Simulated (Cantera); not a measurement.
A Cantera script and its output.

```python
import numpy as np
import cantera as ct

gas = ct.Solution("h2o2.yaml")
gas.TPX = 598, 100000, {'H2': 1, 'O2': 0.532, 'N2': 1.91}
flame = ct.FreeFlame(gas, width=0.04)
flame.set_refine_criteria(ratio=3, slope=0.08, curve=0.16)
flame.transport_model = "mixture-averaged"
flame.solve(loglevel=0, auto=True)
z, T = flame.grid, flame.T
thick = (T[-1] - T[0]) / np.gradient(T, z).max()
show = ['H2', 'O2', 'H2O2', 'OH', 'O', 'H']
print(f"laminar burning velocity  {flame.velocity[0] * 100:.3f} cm/s")
print(f"burnt temperature         {T[-1]:.1f} K")
print(f"thermal thickness         {thick * 1e3:.4f} mm")
print(f"grid points               {len(z)}")
z0 = z[flame.heat_release_rate.argmax()]
print(f"{'z/mm':>9s}{'T/K':>9s}{'u/(m/s)':>9s}" + "".join(f"{s:>11s}" for s in show))
rows = []
for k in (-3, -2, -1.5, -1, -0.5, -0.25, 0, 0.25, 0.5, 1, 2, 4, 8):
    zz = z0 + k * thick
    rows.append([k * thick, np.interp(zz, z, T), np.interp(zz, z, flame.velocity),
                 *(np.interp(zz, z, flame.X[gas.species_index(s)]) for s in show)])
    print(f"{rows[-1][0] * 1e3:9.3f}{rows[-1][1]:9.1f}{rows[-1][2]:9.3f}" + "".join(f"{x:11.3e}" for x in rows[-1][3:]))
```

Result:

```
laminar burning velocity  738.813 cm/s
burnt temperature         2522.5 K
thermal thickness         0.4629 mm
grid points               140
     z/mm      T/K  u/(m/s)         H2         O2       H2O2         OH          O          H
   -1.389    598.0    7.388  2.905e-01  1.546e-01  7.350e-17  9.630e-19  2.776e-17  9.002e-18
   -0.926    598.0    7.388  2.905e-01  1.546e-01  3.655e-15  6.000e-16  1.708e-14  1.764e-14
   -0.694    598.0    7.388  2.905e-01  1.546e-01  3.957e-13  8.154e-14  2.227e-12  7.186e-12
   -0.463    598.0    7.388  2.905e-01  1.546e-01  1.835e-10  4.667e-11  8.340e-10  1.100e-08
   -0.231    607.2    7.476  2.876e-01  1.548e-01  2.159e-06  2.683e-05  4.824e-06  9.077e-05
   -0.116    789.1    9.507  2.577e-01  1.511e-01  1.554e-05  7.871e-04  2.883e-04  4.984e-03
    0.000   1239.3   14.397  1.500e-01  1.113e-01  5.950e-06  4.108e-03  6.079e-03  3.659e-02
    0.116   1569.2   17.974  6.152e-02  5.295e-02  3.156e-06  1.160e-02  1.399e-02  5.731e-02
    0.231   1725.0   19.605  4.570e-02  3.827e-02  1.796e-06  1.550e-02  1.497e-02  5.239e-02
    0.463   1891.0   21.263  4.285e-02  3.298e-02  9.371e-07  1.844e-02  1.315e-02  4.015e-02
    0.926   2059.9   22.884  3.957e-02  2.890e-02  5.311e-07  2.012e-02  1.030e-02  2.793e-02
    1.852   2220.1   24.366  3.409e-02  2.487e-02  3.504e-07  2.023e-02  7.320e-03  1.768e-02
    3.704   2358.5   25.604  2.721e-02  2.115e-02  2.763e-07  1.873e-02  4.764e-03  1.022e-02
```

Computed with Cantera and the H2/O2 subset of GRI-Mech 3.0, which has no nitrogen chemistry. Burning velocities carry a grid error of a few per cent, more on coarse grids.
